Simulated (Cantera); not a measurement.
An adiabatic, constant-volume homogeneous reactor starts with CH₄ : C₂H₆ : O₂ : N₂ = 1 : 0.14 : 4.53 : 17 (molar parts), at 1250 K and 150 Torr. Integrator tolerance rtol = 1e-08.

Detailed kinetics in Cantera: GRI-Mech 3.0 (53 species, 325 reactions).

Question: What does this change do: 0.13 parts H2 added?

Answer: 
| quantity | before | after |
|---|---|---|
| time of steepest temperature rise | 5.22 ms | 3.74 ms |
| temperature at 2.00 s | 2454 K | 2471 K |
| equilibrium temperature | 2454 K | 2471 K |
| x(CH₄) at 2.00 s | <1e-12 (gas-phase equilibrium <1e-12) | <1e-12 (gas-phase equilibrium <1e-12) |
| x(C₂H₆) at 2.00 s | <1e-12 (gas-phase equilibrium <1e-12) | <1e-12 (gas-phase equilibrium <1e-12) |
| x(O₂) at 2.00 s | 0.0821 (gas-phase equilibrium 0.0821) | 0.0791 (gas-phase equilibrium 0.0791) |
| x(CH₂O) at 2.00 s | 3.08e-12 (gas-phase equilibrium 3.08e-12) | 3.92e-12 (gas-phase equilibrium 3.92e-12) |
| x(H₂O) at 2.00 s | 0.0957 (gas-phase equilibrium 0.0957) | 0.1000 (gas-phase equilibrium 0.1000) |

Question: What does this change do: CH4 1 to 0.78 parts?

Answer: 
```csv
quantity,before,after
time of steepest temperature rise,5.22 ms,4.25 ms
temperature at 2.00 s,2454 K,2336 K
equilibrium temperature,2454 K,2336 K
x(CH₄) at 2.00 s,<1e-12 (gas-phase equilibrium <1e-12),<1e-12 (gas-phase equilibrium <1e-12)
x(C₂H₆) at 2.00 s,<1e-12 (gas-phase equilibrium <1e-12),<1e-12 (gas-phase equilibrium <1e-12)
x(O₂) at 2.00 s,0.0821 (gas-phase equilibrium 0.0821),0.102 (gas-phase equilibrium 0.102)
x(CH₂O) at 2.00 s,3.08e-12 (gas-phase equilibrium 3.08e-12),<1e-12 (gas-phase equilibrium <1e-12)
x(H₂O) at 2.00 s,0.0957 (gas-phase equilibrium 0.0957),0.0820 (gas-phase equilibrium 0.0820)
```
